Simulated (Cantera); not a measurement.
Input (Python, Cantera) and output of one run.

```python
import numpy as np
import cantera as ct

gas_names = """
    CL CL2 H HCL H2 N NH NH2 NH3 N2 N2H2 N2H4 Si SiCL SiCL2 SiCL3 SiCL4 SiH SiHCL3 SiH2 SiH2CL2 SiH3
    SiH3CL SiH4 SiN Si2 Si2N Si3
""".split()
cond_names = """
    NH4CL(a) NH4CL(b) Si(cr) Si(L) Si3N4(a)
""".split()


# ... load() reads the species with a 1 bar reference pressure and builds the phases ...
atoms = {
    'Si3N4': {'Si': 3, 'N': 4},
    'HCl': {'H': 1, 'CL': 1},
    'H2': {'H': 2},
}
top_T = {'Si3N4(a)': 2400}  # K; cautious upper limits of use, not melting points


# ... equilibrate(T, P, feed) seeds the gas with the atoms and calls Mixture.equilibrate('TP', solver="vcs", rtol=1e-11, max_steps=5000) ...
results = []
P = 39  # Pa
for T in [875, 950, 1025, 1100, 1175, 1250, 1325, 1400, 1475]:
    for m in [5.4, 7.6, 11, 15, 21, 29, 40, 56]:
        feed = {'Si3N4': 1, 'HCl': m, 'H2': 11}  # mol
        mix = equilibrate(T, P, feed)
        results.append((T, P, feed, dict(zip(mix.species_names, mix.species_moles))))

for T, P, feed, n in results:
    print(f"{T:7g} {feed['HCl']:10.4g}  " + (" + ".join(c for c in cond_names if n.get(c, 0) > 1e-12) or "gas only"))
```

It prints:

```
    875        5.4  Si3N4(a)
    875        7.6  Si3N4(a)
    875         11  Si3N4(a)
    875         15  Si3N4(a)
    875         21  Si3N4(a)
    875         29  Si3N4(a)
    875         40  gas only
    875         56  gas only
    950        5.4  Si3N4(a)
    950        7.6  Si3N4(a)
    950         11  Si3N4(a)
    950         15  Si3N4(a)
    950         21  Si3N4(a)
    950         29  Si3N4(a)
    950         40  gas only
    950         56  gas only
   1025        5.4  Si3N4(a)
   1025        7.6  Si3N4(a)
   1025         11  Si3N4(a)
   1025         15  Si3N4(a)
   1025         21  Si3N4(a)
   1025         29  Si3N4(a)
   1025         40  gas only
   1025         56  gas only
   1100        5.4  Si3N4(a)
   1100        7.6  Si3N4(a)
   1100         11  Si3N4(a)
   1100         15  Si3N4(a)
   1100         21  Si3N4(a)
   1100         29  Si3N4(a)
   1100         40  gas only
   1100         56  gas only
   1175        5.4  Si3N4(a)
   1175        7.6  Si3N4(a)
   1175         11  Si3N4(a)
   1175         15  Si3N4(a)
   1175         21  Si3N4(a)
   1175         29  Si3N4(a)
   1175         40  gas only
   1175         56  gas only
   1250        5.4  Si3N4(a)
   1250        7.6  Si3N4(a)
   1250         11  Si3N4(a)
   1250         15  Si3N4(a)
   1250         21  Si3N4(a)
   1250         29  gas only
   1250         40  gas only
   1250         56  gas only
   1325        5.4  Si3N4(a)
   1325        7.6  Si3N4(a)
   1325         11  Si3N4(a)
   1325         15  Si3N4(a)
   1325         21  gas only
   1325         29  gas only
   1325         40  gas only
   1325         56  gas only
   1400        5.4  Si3N4(a)
   1400        7.6  Si3N4(a)
   1400         11  Si3N4(a)
   1400         15  gas only
   1400         21  gas only
   1400         29  gas only
   1400         40  gas only
   1400         56  gas only
   1475        5.4  Si(cr) + Si3N4(a)
   1475        7.6  Si3N4(a)
   1475         11  gas only
   1475         15  gas only
   1475         21  gas only
   1475         29  gas only
   1475         40  gas only
   1475         56  gas only
```

Method: chemical equilibrium by Gibbs-energy minimisation in Cantera with the NASA 1993 tables (ideal gas, pure condensed phases). Mutual solubility and eutectic melting of coexisting phases are not modelled. The tables' values for SiCl3 are old estimates.
